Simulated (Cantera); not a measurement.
Charge: 1 mol CsOH, 0.53 mol H2, 0.19 mol H2O, at 1.00 bar.

Cantera equilibrium calculation (NASA polynomials, part measured and part estimated; ideal gas, pure solids and liquids). Candidate condensed phases: Cs, CsOH, H2O; 15 gas species. Kinetics and transport are ignored.

Q: Which condensed phases are stable at each of these points (T (K)): 1000, 1100, 1200, 1300, 1400, 1500, 1600, 1700, 1800, 1900, 2000?

A: 
| T (K) | condensed phases | Cs condensed (%) |
|---|---|---|
| 1000 | CsOH(l) | 94.4 |
| 1100 | CsOH(l) | 77.1 |
| 1200 | gas only | 0.0 |
| 1300 | gas only | 0.0 |
| 1400 | gas only | 0.0 |
| 1500 | gas only | 0.0 |
| 1600 | gas only | 0.0 |
| 1700 | gas only | 0.0 |
| 1800 | gas only | 0.0 |
| 1900 | gas only | 0.0 |
| 2000 | gas only | 0.0 |

From 1000 K to 1100 K the condensed part is CsOH(l). From 1200 K to 2000 K nothing is condensed.
